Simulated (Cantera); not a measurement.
An isothermal, constant-pressure homogeneous reactor starts with 0.599 % H2, 68.1 % O2, 31.3 % N2, equivalence ratio 0.0044, at 1175 K and 0.0263 atm.

Cantera simulation using the H2/O2 subset of GRI-Mech 3.0, which has no nitrogen chemistry; the numbers are that mechanism's predictions, not measurements. Radical loss at walls, strong at low pressure, is not modelled.

x: mole fraction; the columns are a selection and need not sum to one.

```tsv
t (s)	x H2	x O2	x OH	x HO2	x H2O	x O
0.000300	0.00599	0.681	1.37e-9	1.40e-9	6.09e-10	1.65e-9
0.000591	0.00599	0.681	3.89e-9	2.77e-9	3.18e-9	5.16e-9
0.00117	0.00599	0.681	1.67e-8	5.57e-9	2.14e-8	2.39e-8
0.00230	0.00599	0.681	2.02e-7	1.31e-8	3.20e-7	2.97e-7
0.00453	0.00594	0.681	2.35e-5	2.92e-7	3.89e-5	3.50e-5
0.00892	0.000422	0.676	0.000833	1.98e-6	0.00496	0.00420
0.0176	2.16e-5	0.676	0.000408	1.18e-6	0.00567	0.00430
0.0346	1.64e-5	0.677	0.000360	1.05e-6	0.00574	0.00338
0.0683	1.10e-5	0.678	0.000295	8.66e-7	0.00581	0.00225
0.135	___	0.679	___	___	0.00588	___
0.265	2.50e-6	0.679	0.000142	3.95e-7	0.00593	0.000511
0.523	___	0.680	___	___	0.00596	___
1.03	2.81e-7	0.680	4.83e-5	9.79e-8	0.00598	5.87e-5
2.03	8.82e-8	0.680	2.73e-5	4.10e-8	0.00600	1.86e-5
4.00	2.88e-8	0.680	1.57e-5	1.65e-8	0.00600	6.13e-6
```

### Question
What belongs in the gaps?

### Answer

- 0.135, x H2: 5.88e-6
- 0.135, x OH: 0.000216
- 0.135, x HO2: 6.31e-7
- 0.135, x O: 0.00120
- 0.523, x H2: 8.82e-7
- 0.523, x OH: 8.48e-5
- 0.523, x HO2: 2.11e-7
- 0.523, x O: 0.000182
